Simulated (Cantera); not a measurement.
A freely propagating, adiabatic, planar premixed flame of 41.6 % H2, 12.2 % O2, 46.2 % N2, unburnt at 650 K and 100.0 Torr; mixture-averaged transport, grid criteria slope 0.08 and curve 0.16, no radiation.

Cantera simulation using the H2/O2 subset of GRI-Mech 3.0, which has no nitrogen chemistry; the numbers are that mechanism's predictions, not measurements. Burning velocities carry a grid error of a few per cent, more on coarse grids.

Problem. Predict: laminar burning velocity; thermal thickness; peak x(O); peak x(HO2); peak x(H2O2); peak x(OH).

Solution. 
- laminar burning velocity = 806 cm/s
- thermal thickness = 6.45 mm
- peak x(O) = 0.00760
- peak x(HO2) = 3.59e-5
- peak x(H2O2) = 3.80e-7
- peak x(OH) = 0.00979
